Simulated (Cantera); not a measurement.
**Equilibrium for iron carbonyl, mercury and lead vapours: Fe(CO)₅ + H₂ + N₂**

Feed: 1 mol Fe(CO)₅, 2.1 mol H₂, 53 mol N₂, equilibrated at 5.00 bar.

These are equilibrium values from Cantera (NASA tables, ideal gas, pure condensed phases), not measurements of a reactor. Candidate condensed phases: C, C₆H₆, C₇H₈, C₈H₁₈, Fe, Fe(CO)₅, FeO, Fe(OH)₂, Fe(OH)₃, Fe₂O₃, Fe₃O₄, H₂O; 140 gas species. Condensed phases not in the tables: cementite and carbon dissolved in iron. Kinetics and transport are ignored.

| T (K) | x N₂ | x CO | x H₂ | x CO₂ | x H₂O | x CH₄ | n C(graphite) | n Fe(α) | n Fe(γ) |
|---|---|---|---|---|---|---|---|---|---|
| 975 | 0.898 | 0.0530 | 0.0297 | 0.0135 | 0.00474 | 0.000555 | 1.04 | 1.00 | 0 |
| 1000 | 0.895 | 0.0602 | 0.0308 | 0.0103 | 0.00367 | 0.000454 | 0.799 | 1.00 | 0 |
| 1025 | 0.891 | 0.0662 | 0.0318 | 0.00754 | 0.00279 | 0.000371 | 0.592 | 1.00 | 0 |
| 1050 | 0.889 | 0.0710 | 0.0325 | 0.00539 | 0.00209 | 0.000302 | 0.428 | 1.00 | 0 |
| 1075 | 0.887 | 0.0745 | 0.0331 | 0.00378 | 0.00156 | 0.000247 | 0.304 | 1.00 | 0 |
| 1100 | 0.885 | 0.0771 | 0.0335 | 0.00262 | 0.00116 | 0.000201 | 0.214 | 1.00 | 0 |
| 1125 | 0.884 | 0.0789 | 0.0338 | 0.00182 | 0.000859 | 0.000165 | 0.150 | 1.00 | 0 |
| 1150 | 0.884 | 0.0802 | 0.0341 | 0.00127 | 0.000641 | 0.000136 | 0.106 | 1.00 | 0 |
| 1175 | 0.883 | 0.0811 | 0.0343 | 0.000890 | 0.000482 | 0.000112 | 0.0750 | 1.00 | 0 |
| 1200 | 0.883 | 0.0817 | 0.0344 | 0.000630 | 0.000365 | 9.35e-5 | 0.0533 | 0 | 1.00 |
x: gas mole fraction; n: condensed amount in mol.

From 975 K to 1175 K the condensed part is C(graphite) + Fe(α). At 1200 K the condensed part is C(graphite) + Fe(γ).
